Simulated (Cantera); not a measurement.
A closed system holds: 1 mol MgO, 0.69 mol CO, at 77.0 mbar.

These are equilibrium values from Cantera (NASA tables, ideal gas, pure condensed phases), not measurements of a reactor. Candidate condensed phases: C, Mg, MgCO₃, MgO; 15 gas species. Kinetics and transport are ignored.

x: gas mole fraction; n: condensed amount in mol.

```csv
T (K),x CO,x CO₂,x Mg,x MgO,x O,x O₂,x Mg₂,n C(graphite),n MgO(s)
850,0.531,0.469,<1e-12,<1e-12,<1e-12,<1e-12,<1e-12,0.220,1.00
950,___,___,<1e-12,<1e-12,<1e-12,<1e-12,<1e-12,___,1.00
1050,0.984,0.0159,<1e-12,<1e-12,<1e-12,<1e-12,<1e-12,0.0108,1.00
1150,0.997,0.00302,2.46e-11,<1e-12,<1e-12,<1e-12,<1e-12,0.00208,1.00
1250,0.999,0.000740,4.60e-9,<1e-12,<1e-12,<1e-12,<1e-12,0.000510,1.00
1350,1.000,0.000224,3.91e-7,<1e-12,<1e-12,<1e-12,<1e-12,0.000155,1.00
1450,1.000,8.07e-5,1.78e-5,<1e-12,<1e-12,<1e-12,<1e-12,0,1.000
1550,1.000,0.000128,0.000128,2.85e-12,<1e-12,<1e-12,<1e-12,0,1.000
1650,0.999,0.000370,0.000370,6.25e-11,4.70e-12,<1e-12,2.17e-12,0,1.000
1750,0.998,0.000948,0.000948,9.64e-10,1.11e-10,<1e-12,1.23e-11,0,0.999
1850,0.996,___,___,___,___,___,___,0,0.998
1950,0.991,0.00462,0.00462,9.78e-8,2.36e-8,2.10e-10,2.23e-10,0,0.997
2050,0.982,0.00904,0.00904,7.00e-7,2.31e-7,4.35e-9,7.51e-10,0,0.994
2150,0.967,0.0165,0.0165,4.16e-6,1.84e-6,6.80e-8,2.22e-9,0,0.988
```

Problem. Complete the blanks.

Solution. 
- 1850, x CO₂: 0.00219
- 1850, x Mg: 0.00219
- 1850, x MgO: 1.10e-8
- 1850, x O: 1.87e-9
- 1850, x O₂: 7.27e-12
- 1850, x Mg₂: 5.70e-11
- 950, x CO: 0.896
- 950, x CO₂: 0.104
- 950, n C(graphite): 0.0647
